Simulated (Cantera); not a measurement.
**Adiabatic ignition**

An adiabatic, constant-volume homogeneous reactor starts with 5.27 % CH4, 19.9 % O2, 74.9 % N2, at 1775 K and 500000 Pa.

Model: GRI-Mech 3.0 (53 species, 325 reactions), integrated in Cantera.

| t (s) | T (K) | P (bar) | x CH4 | x O2 | x HCO | x H2 | x N2O | x OH |
|---|---|---|---|---|---|---|---|---|
| 9.00e-6 | 1775 | 5.00 | 0.0522 | 0.198 | 3.42e-8 | 6.81e-5 | 3.17e-9 | 6.17e-6 |
| 1.91e-5 | 1788 | 5.04 | 0.0489 | 0.196 | 1.07e-6 | 0.000722 | 1.79e-8 | 4.08e-5 |
| 4.04e-5 | 2838 | 8.13 | <1e-12 | 0.0904 | 1.60e-8 | 0.00317 | 3.08e-6 | 0.0181 |
| 8.56e-5 | 2855 | 8.17 | <1e-12 | 0.0887 | 1.31e-8 | 0.00290 | 3.22e-6 | 0.0174 |
| 0.000181 | 2846 | 8.14 | <1e-12 | 0.0861 | 1.25e-8 | 0.00286 | 3.24e-6 | 0.0170 |
| 0.000384 | 2835 | 8.10 | <1e-12 | 0.0829 | 1.18e-8 | 0.00281 | 3.33e-6 | 0.0164 |
| 0.000814 | 2826 | 8.08 | <1e-12 | 0.0806 | 1.13e-8 | 0.00278 | 3.43e-6 | 0.0160 |
| 0.00172 | 2824 | 8.07 | <1e-12 | 0.0800 | 1.12e-8 | 0.00277 | 3.46e-6 | 0.0159 |
| 0.00365 | 2824 | 8.07 | <1e-12 | 0.0800 | 1.12e-8 | 0.00277 | 3.46e-6 | 0.0159 |
| 0.00774 | 2824 | 8.07 | <1e-12 | 0.0800 | 1.12e-8 | 0.00277 | 3.46e-6 | 0.0159 |
| 0.0164 | 2824 | 8.07 | <1e-12 | 0.0800 | 1.12e-8 | 0.00277 | 3.46e-6 | 0.0159 |
| 0.0347 | 2824 | 8.07 | <1e-12 | 0.0800 | 1.12e-8 | 0.00277 | 3.46e-6 | 0.0159 |
| 0.0736 | 2824 | 8.07 | <1e-12 | 0.0800 | 1.12e-8 | 0.00277 | 3.46e-6 | 0.0159 |
| 0.156 | 2824 | 8.07 | <1e-12 | 0.0800 | 1.12e-8 | 0.00277 | 3.46e-6 | 0.0159 |
| 0.330 | 2824 | 8.07 | <1e-12 | 0.0800 | 1.12e-8 | 0.00277 | 3.46e-6 | 0.0159 |
| 0.700 | 2824 | 8.07 | <1e-12 | 0.0800 | 1.12e-8 | 0.00277 | 3.46e-6 | 0.0159 |
x: mole fraction; the columns are a selection and need not sum to one.

```yaml
time_of_steepest_temperature_rise: 29.6 µs
temperature at 0.700 s: 2824 K
equilibrium_temperature: 2824 K
x(CH4) at 0.700 s: <1e-12 (gas-phase equilibrium <1e-12)
x(O2) at 0.700 s: 0.0800 (gas-phase equilibrium 0.0800)
x(HCO) at 0.700 s: 1.12e-8 (gas-phase equilibrium 1.12e-8)
```
